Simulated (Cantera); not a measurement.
## Si₃H₈ + HCl + H₂ (silicon epitaxy and polysilicon growth)

Input: 1 mol Si₃H₈, 4.9 mol HCl, 34 mol H₂, equilibrated at 440 Pa.

Cantera equilibrium calculation (NASA polynomials, part measured and part estimated; ideal gas, pure solids and liquids). Candidate condensed phases: Si; 19 gas species. The feed counts by its element totals alone. The tables' values for SiCl₃, SiCl are old estimates; treat these amounts as uncertain. Rates play no part.

| T (°C) | log p H₂ | log p HCl | log p SiCl₄ | log p SiCl₂ | log p SiHCl₃ | log p SiCl₃ | log p H | log p SiH₂Cl₂ | n Si(s) |
|---|---|---|---|---|---|---|---|---|---|
| 552 | -2.37 | -4.63 | -3.98 | -6.85 | -4.63 | -6.39 | -12.29 | -6.35 | 1.77 |
| 627 | -2.37 | -4.27 | -4.01 | -6.03 | -4.66 | -5.86 | -11.12 | -6.34 | 1.84 |
| 702 | -2.38 | -3.97 | -4.08 | -5.36 | -4.73 | -5.45 | -10.13 | -6.36 | 1.95 |
| 777 | -2.38 | -3.74 | -4.23 | -4.83 | -4.85 | -5.16 | -9.28 | -6.43 | 2.09 |
| 852 | -2.39 | -3.58 | -4.51 | -4.45 | -5.08 | -5.03 | -8.55 | -6.56 | 2.19 |
| 927 | -2.40 | -3.50 | -5.00 | -4.24 | -5.46 | -5.09 | -7.90 | -6.80 | 2.23 |
| 1002 | -2.40 | -3.48 | -5.61 | -4.15 | -5.92 | -5.29 | -7.33 | -7.10 | 2.22 |
| 1077 | -2.40 | -3.48 | -6.23 | -4.11 | -6.40 | -5.52 | -6.82 | -7.40 | 2.20 |
| 1152 | -2.40 | -3.48 | -6.81 | -4.08 | -6.84 | -5.75 | -6.37 | -7.68 | 2.17 |
| 1227 | -2.40 | -3.49 | -7.34 | -4.07 | -7.24 | -5.96 | -5.95 | -7.94 | 2.15 |
| 1302 | -2.40 | -3.49 | -7.82 | -4.05 | -7.61 | -6.15 | -5.58 | -8.17 | 2.13 |
| 1377 | -2.40 | -3.50 | -8.26 | -4.04 | -7.94 | -6.32 | -5.24 | -8.38 | 2.10 |
log p: log10 of the partial pressure in bar; n: condensed amount in mol.

From 552 °C to 1377 °C the condensed part is Si(s). The main Si-bearing gas is SiCl₄ at 552 °C and SiCl₂ at 1377 °C. The share of Si in condensed phases is highest at 927 °C (74.2 %) and lowest at 552 °C (59.0 %).
